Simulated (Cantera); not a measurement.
A Cantera script and what it prints.

```python
import numpy as np
import cantera as ct

gas_names = [...]  # 45 gases of nasa_gas.yaml made of Cu, F, H, N, O
cond_names = """
    Cu(cr) Cu(L) CuF2(s) CuF2(L) CuO(s) CuO2H2(s) Cu2O(s) Cu2O(L) H2O(s) H2O(L)
""".split()


# ... load() reads the species with a 1 bar reference pressure and builds the phases ...
atoms = {
    'CuF2': {'Cu': 1, 'F': 2},
    'H2O': {'H': 2, 'O': 1},
    'N2': {'N': 2},
}
top_T = {'CuO(s)': 1390}  # K; cautious upper limits of use, not melting points


# ... equilibrate(T, P, feed) seeds the gas with the atoms and calls Mixture.equilibrate('TP', solver="vcs", rtol=1e-11, max_steps=5000) ...
results = []
feed = {'CuF2': 1, 'H2O': 2.5, 'N2': 6.6}  # mol
P = 240  # Pa
for T in [1000, 1050, 1100, 1150, 1200, 1250, 1300, 1350, 1400, 1450]:
    mix = equilibrate(T, P, feed)
    results.append((T, P, feed, dict(zip(mix.species_names, mix.species_moles))))

top = {s: max(r[3][s] / sum(r[3][g] for g in gas_names) for r in results) for s in gas_names}
cols = sorted((s for s in top if top[s] > 1e-05), key=lambda s: -top[s])[:6]
seen = [c for c in cond_names if any(r[3].get(c, 0) > 1e-12 for r in results)]
print("log10 of partial pressures in bar; condensed amounts in mol")
print(f"{'T/K':>10s}" + "".join(f"{s[:9]:>10s}" for s in cols + seen))
for T, P, feed, n in results:
    ng = sum(n[g] for g in gas_names)
    print(f"{T:10.4g}" + "".join(f"{np.log10(max(n[s] / ng * P / 1e5, 1e-99)):10.3f}" for s in cols)
          + "".join(f"{n.get(c, 0):10.4g}" for c in seen))
```

Output:

```
log10 of partial pressures in bar; condensed amounts in mol
       T/K        N2        HF       H2O        O2       CuF        Cu   Cu2O(s)
      1000    -2.815    -3.334    -3.459    -4.237    -8.351   -12.242       0.5
      1050    -2.815    -3.334    -3.459    -4.237    -7.813   -11.205       0.5
      1100    -2.815    -3.334    -3.459    -4.237    -7.327   -10.263    0.4999
      1150    -2.815    -3.334    -3.459    -4.237    -6.884    -9.405    0.4997
      1200    -2.815    -3.334    -3.458    -4.237    -6.479    -8.619    0.4993
      1250    -2.815    -3.335    -3.458    -4.238    -6.108    -7.897    0.4983
      1300    -2.815    -3.335    -3.458    -4.238    -5.768    -7.232    0.4962
      1350    -2.816    -3.337    -3.457    -4.238    -5.455    -6.617    0.4919
      1400    -2.816    -3.341    -3.455    -4.238    -5.168    -6.048    0.4834
      1450    -2.817    -3.347    -3.453    -4.236    -4.906    -5.519    0.4665
```

Cantera equilibrium calculation (NASA polynomials, part measured and part estimated; ideal gas, pure solids and liquids).
